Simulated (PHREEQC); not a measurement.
Dissolve 0.23 mol ZnCl2, 0.079 mol NaOH and 0.0019 mol H2SO4 per kg of water at 38 °C. Closed to the air; pH follows from the charge balance.

Model: ion-association model, wateq4f.dat, run in PHREEQC.

```
quantity                  before    after
------------------------  ------  -------
pH                          8.28     8.00
ionic strength (mol/kgw)   0.473    0.388
Cl- (mol/kgw)              0.355    0.317
Zn+2 (mol/kgw)             0.110   0.0530
ZnOHCl (mol/kgw)          0.0342  0.00747
SI of Halite (NaCl)        -3.51    -3.65
```

Name the change that produced these shifts.
A) diluted 2-fold with water
B) temperature from 38 to 90 °C
C) temperature from 38 to 80 °C

C, temperature from 38 to 80 °C

No solid was allowed to form. Some of these states are supersaturated (in Zincite(c) (slow to form), for instance). Constants without temperature data keep their 25 °C values here.
